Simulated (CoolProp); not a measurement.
A Linde-Hampson liquefier for methane: isothermal reversible compression at 280 K from 1 atm to 20 MPa, throttling to 1 atm, return gas leaving the recuperator 0 K below the feed. Each further row changes one setting.

The numbers come from the reference Helmholtz-energy equation of state, Setzmann 1991 in CoolProp.

```tsv
case	liquid yield per pass	compression work (kJ/kg of gas)
as stated	0.239	714
high pressure 40 MPa	0.287	803
warm-end temperature 310 K	0.177	811
warm-end gap 5 K	0.229	714
```
